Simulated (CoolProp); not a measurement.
Vapour pressure (bar) of n-butane: the reference equation beside estimates from Tc = 152.0 °C, pc = 37.96 bar, ω = 0.201. Clausius-Clapeyron is anchored at 10.55 °C with a constant enthalpy of vaporisation of 21.83 kJ/mol.

The numbers come from the reference Helmholtz-energy equation of state, Bücker 2006 in CoolProp.

```
T (°C)  reference  Lee-Kesler  Clausius-Clapeyron  van der Waals  Soave-Redlich-Kwong  Peng-Robinson
------  ---------  ----------  ------------------  -------------  -------------------  -------------
-18.95     0.4739      0.4620                   ?              ?               0.4651         0.4754
-11.55     0.6522      0.6395              0.6924              ?               0.6424         0.6528
-4.25      0.8764      0.8637                   ?          4.443                    ?         0.8756
3.15        1.161       1.150               1.181          5.153                1.151          1.159
10.55       1.513       1.504               1.513          5.936                1.505          1.509
17.95       1.943       1.938               1.915          6.794                1.937          1.936
25.35       2.460       2.460               2.394          7.729                2.459          2.451
32.75           ?       3.083               2.962          8.745                3.083          3.065
```

**Question.** Fill in the missing entries.

**Answer.** 
- -18.95, Clausius-Clapeyron: 0.5169
- -18.95, van der Waals: 3.233
- -11.55, van der Waals: 3.809
- -4.25, Clausius-Clapeyron: 0.9092
- -4.25, Soave-Redlich-Kwong: 0.8660
- 32.75, reference: 3.075

Absolute difference from the reference over all 8 rows, mean and median: Lee-Kesler 1.0 and 0.8 %, Clausius-Clapeyron 3.6 and 3.2 %, van der Waals 344.7 and 318.1 %, Soave-Redlich-Kwong 0.8 and 0.7 %, Peng-Robinson 0.2 and 0.3 %.
